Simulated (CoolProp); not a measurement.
Properties of acetone along the isotherm 484.9 K (Tc = 508.1 K, pc = 46.92 bar, ω = 0.307).

The numbers come from the reference Helmholtz-energy equation of state, Lemmon 2006 in CoolProp. It is a short technical equation, of lower accuracy than the large ones.

```csv
p (bar),phase,Z,cp (kJ/(kg K)),cv (kJ/(kg K)),expansivity (1/kK)
19.6,gas,0.7753,2.349,1.879,4.928
39.1,liquid,0.1143,3.540,2.004,7.459
58.7,liquid,0.1631,3.134,1.975,4.980
78.2,liquid,0.2102,2.964,1.960,3.992
97.8,liquid,0.2564,2.864,1.950,3.421
117,liquid,0.3008,2.796,1.944,3.047
137,liquid,0.3461,2.744,1.939,2.763
156,liquid,0.3885,2.705,1.935,2.556
176,liquid,0.4324,2.673,1.933,2.380
196,liquid,0.4758,2.645,1.930,2.237
215,liquid,0.5166,2.624,1.929,2.122
235,liquid,0.5590,2.604,1.928,2.018
```
